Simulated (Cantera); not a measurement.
Standard-state values (1 bar) from the NASA 1993 polynomials, evaluated with Cantera. Values are per mole of reaction as written; species without (g) are pure solids or liquids, kept so even where they would boil at 1 bar.

Problem. Between 1998 and 2898 K, where is each reaction favourable under standard conditions?
- 2 Na₂S = S₂(g) + 4 Na(g)

Solution. 
- 2 Na₂S = S₂(g) + 4 Na(g): ΔG° is 148 kJ at 1998 K and -274 kJ at 2898 K; it changes sign between 2298 and 2398 K. ΔH° is 1053 kJ and ΔS° 458 J/K at 2898 K.
